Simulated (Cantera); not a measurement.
Premixed flame

A freely propagating, adiabatic, planar premixed flame of CH4 : O2 : N2 = 1 : 2.3 : 8.64 (molar parts), equivalence ratio 0.87, unburnt at 575 K and 1.01 bar; mixture-averaged transport, grid criteria slope 0.08 and curve 0.16, no radiation.

Model: GRI-Mech 3.0 (53 species, 325 reactions), integrated in Cantera. Burning velocities carry a grid error of a few per cent, more on coarse grids.

```
z (mm)   T (K)  u (m/s)     x CH4    x O2     x NO     x HO2    x HCN      x H2
-------  -----  -------  --------  ------  -------  --------  -------  --------
-1.05      575     1.09    0.0837   0.192    <1e-8   9.49e-8    <1e-8  0.000661
-0.703     577     1.10    0.0835   0.192    <1e-8   1.09e-6    <1e-8   0.00189
-0.527     583     1.11    0.0829   0.192    <1e-8   5.80e-6    <1e-8   0.00346
-0.351     627     1.20    0.0797   0.188  8.54e-8   4.17e-5  1.82e-8   0.00666
-0.176     953     1.84    0.0590   0.161  1.08e-6  0.000140  2.65e-7    0.0124
-0.0878   1334     2.60    0.0335   0.124  2.77e-6  0.000188  7.55e-7    0.0154
0         1708     3.36   0.00838  0.0793  5.87e-6  0.000136  1.59e-6    0.0155
0.0878    1866     3.67  0.000653  0.0527  9.83e-6   2.62e-5  1.33e-6    0.0116
0.176     1914     3.75   2.67e-5  0.0434  1.27e-5   1.10e-5  4.98e-7   0.00937
0.351     1972     3.84   6.95e-8  0.0381  1.66e-5   8.23e-6  5.31e-8   0.00862
0.703     2046     3.96     <1e-8  0.0348  2.28e-5   6.02e-6    <1e-8   0.00758
1.41      2124     4.09     <1e-8  0.0321  3.37e-5   4.06e-6    <1e-8   0.00573
2.81      2194     4.21     <1e-8  0.0296  5.26e-5   2.76e-6    <1e-8   0.00383
```
x: mole fraction of selected species; z is measured from the peak of heat release.

```yaml
laminar_burning_velocity: 109 cm/s
thermal_thickness: 0.351 mm
peak x(HO2): 0.000197
peak x(HCN): 1.72e-6
peak x(H2): 0.0161
grid_points: 144
```
